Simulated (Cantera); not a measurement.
A closed system holds: 1 mol Si, 5.1 mol HCl, 7.1 mol H₂, at 1023.15 K and 11000 Pa.

Cantera equilibrium calculation (NASA polynomials, part measured and part estimated; ideal gas, pure solids and liquids). Candidate condensed phases: Si; 19 gas species. The tables' values for SiCl₃ are old estimates; treat these amounts as uncertain. Kinetics and transport are ignored.

Base state: H₂ 0.806, HCl 0.104, SiCl₄ 0.0833, SiHCl₃ 0.00546, SiCl₃ 0.000427, SiCl₂ 4.61e-5, SiH₂Cl₂ 3.96e-5 (mole fractions); condensed: gas only.

Task: What changes in the equilibrium state with this change: temperature from 1023.15 K to 1325 K?

Result: 
```tsv
species	before	after
H₂	0.806	0.748
HCl	0.104	0.165
SiCl₄	0.0833	0.0405
SiCl₂	4.61e-5	0.0232
SiCl₃	0.000427	0.0132
SiH₂Cl₂	3.96e-5	0.000314
SiHCl₃	0.00546	0.00942
```
